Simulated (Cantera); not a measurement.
A Cantera script and what it prints.

```python
import numpy as np
import cantera as ct

gas_names = [...]  # 109 gases of nasa_gas.yaml made of C, Cl, H, Si
cond_names = """
    C(gr) C6H6(L) C7H8(L) C8H18(L),n-octa Si(cr) Si(L) SiC(b)
""".split()


# ... load() reads the species with a 1 bar reference pressure and builds the phases ...
atoms = {
    'SiH2Cl2': {'Si': 1, 'H': 2, 'CL': 2},
    'C2H4': {'C': 2, 'H': 4},
    'H2': {'H': 2},
    'C2H2': {'C': 2, 'H': 2},
}
top_T = {'C(gr)': 4500, 'SiC(b)': 3050}  # K; cautious upper limits of use, not melting points


# ... equilibrate(T, P, feed) seeds the gas with the atoms and calls Mixture.equilibrate('TP', solver="vcs", rtol=1e-11, max_steps=5000) ...
results = []
T = 2275  # K
P = 10000  # Pa
for m in [0.075, 0.1, 0.14, 0.19, 0.26, 0.35, 0.48, 0.66, 0.9, 1.2]:
    feed = {'SiH2Cl2': 1, 'C2H4': 0.36, 'H2': 3.8, 'C2H2': m}  # mol
    mix = equilibrate(T, P, feed)
    results.append((T, P, feed, dict(zip(mix.species_names, mix.species_moles))))

top = {s: max(r[3][s] / sum(r[3][g] for g in gas_names) for r in results) for s in gas_names}
cols = sorted((s for s in top if top[s] > 1e-06), key=lambda s: -top[s])[:6]
seen = [c for c in cond_names if any(r[3].get(c, 0) > 1e-12 for r in results)]
print("log10 of partial pressures in bar; condensed amounts in mol")
print(f"{'n(C2H2)':>10s}" + "".join(f"{s[:9]:>10s}" for s in cols + seen))
for T, P, feed, n in results:
    ng = sum(n[g] for g in gas_names)
    print(f"{feed['C2H2']:10.4g}" + "".join(f"{np.log10(max(n[s] / ng * P / 1e5, 1e-99)):10.3f}" for s in cols)
          + "".join(f"{n.get(c, 0):10.4g}" for c in seen))
```

Result:

```
log10 of partial pressures in bar; condensed amounts in mol
   n(C2H2)        H2       HCL         H     SiCL2        CL C2H2,acet     C(gr)    SiC(b)
     0.075    -1.156    -1.607    -2.649    -2.657    -3.241    -3.616         0    0.8351
       0.1    -1.156    -1.606    -2.649    -2.675    -3.240    -3.576   0.04057    0.8411
      0.14    -1.155    -1.608    -2.649    -2.680    -3.243    -3.575    0.1194    0.8419
      0.19    -1.154    -1.611    -2.648    -2.687    -3.246    -3.573    0.2181    0.8429
      0.26    -1.153    -1.614    -2.647    -2.696    -3.251    -3.572    0.3561    0.8443
      0.35    -1.151    -1.619    -2.646    -2.707    -3.256    -3.570    0.5337     0.846
      0.48    -1.148    -1.626    -2.645    -2.723    -3.264    -3.567    0.7903    0.8484
      0.66    -1.144    -1.635    -2.643    -2.745    -3.276    -3.564     1.146    0.8516
       0.9    -1.140    -1.647    -2.641    -2.774    -3.290    -3.559      1.62    0.8556
       1.2    -1.135    -1.662    -2.638    -2.808    -3.307    -3.554     2.213    0.8602
```

Method: chemical equilibrium by Gibbs-energy minimisation in Cantera with the NASA 1993 tables (ideal gas, pure condensed phases). The tables' values for SiCl, SiCl3 are old estimates; treat these amounts as uncertain. Gases not in the tables: Si2H6 and higher silanes.
